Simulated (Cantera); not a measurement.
What does this Cantera script print?

```python
import numpy as np
import cantera as ct

gas = ct.Solution("gri30.yaml")
gas.TPX = 1500, 920000, {'CO': 0.017, 'O2': 0.00098, 'H2O': 0.0019, 'N2': 1}
reactor = ct.IdealGasConstPressureReactor(gas, energy="off", clone=False)
net = ct.ReactorNet([reactor])
net.rtol, net.atol = 1e-08, 1e-18
show = ['CO', 'O2', 'H2O', 'OH', 'HO2', 'NO', 'H2O2']
times = np.geomspace(8e-05, 1, 9)

steps = ct.SolutionArray(gas, extra=["t"])
rows = []
print(f"{'t/s':>10s}{'T/K':>9s}{'P/Pa':>11s}" + "".join(f"{s:>11s}" for s in show))
for t in times:
    while net.time < t:
        t_next = net.step()
        steps.append(gas.state, t=t_next)
    rows.append([np.interp(t, steps.t, y) for y in (steps.T, steps.P, *steps(*show).X.T)])
    print(f"{t:10.3e}{rows[-1][0]:9.1f}{rows[-1][1]:11.4g}" + "".join(f"{x:11.3e}" for x in rows[-1][2:]))
rate = np.gradient(steps.T, steps.t)
print("integrator steps:", len(steps.t))
if steps.T.max() > steps.T[0] + 200:
    print(f"time of steepest temperature rise: {steps.t[rate.argmax()]:.4e} s")
gas.TPX = 1500, 920000, {'CO': 0.017, 'O2': 0.00098, 'H2O': 0.0019, 'N2': 1}
gas.equilibrate("TP")
print(f"equilibrium (TP): T = {gas.T:.1f} K  " + "  ".join(f"{s} {gas[s].X[0]:.3e}" for s in show))
```

It prints:

```
       t/s      T/K       P/Pa         CO         O2        H2O         OH        HO2         NO       H2O2
 8.000e-05   1500.0    9.2e+05  1.667e-02  9.608e-04  1.863e-03  4.638e-09  2.706e-09  1.368e-13  1.211e-12
 2.601e-04   1500.0    9.2e+05  1.666e-02  9.572e-04  1.861e-03  2.954e-07  1.801e-07  1.507e-11  9.938e-11
 8.459e-04   1500.0    9.2e+05  1.393e-02  5.327e-06  1.017e-03  6.876e-06  1.145e-08  9.239e-07  5.712e-10
 2.751e-03   1500.0    9.2e+05  1.365e-02  9.075e-09  7.554e-04  6.932e-07  1.622e-11  9.030e-07  6.682e-12
 8.944e-03   1500.0    9.2e+05  1.361e-02  4.876e-10  7.149e-04  1.693e-07  5.409e-13  7.918e-07  4.055e-13
 2.908e-02   1500.0    9.2e+05  1.360e-02  3.830e-11  7.013e-04  4.756e-08  1.882e-14  6.088e-07  3.215e-14
 9.457e-02   1500.0    9.2e+05  1.359e-02  3.469e-12  6.958e-04  1.443e-08  6.699e-16  4.223e-07  2.962e-15
 3.075e-01   1500.0    9.2e+05  1.359e-02  4.066e-13  6.933e-04  5.230e-09  4.984e-17  2.698e-07  3.891e-16
 1.000e+00   1500.0    9.2e+05  1.359e-02  1.484e-13  6.918e-04  3.466e-09  2.154e-17  1.337e-07  1.710e-16
integrator steps: 1871
equilibrium (TP): T = 1500.0 K  CO 1.359e-02  O2 1.370e-13  H2O 6.915e-04  OH 3.367e-09  HO2 2.040e-17  NO 1.108e-09  H2O2 1.613e-16
```

Cantera simulation using GRI-Mech 3.0 (53 species, 325 reactions); the numbers are that mechanism's predictions, not measurements.
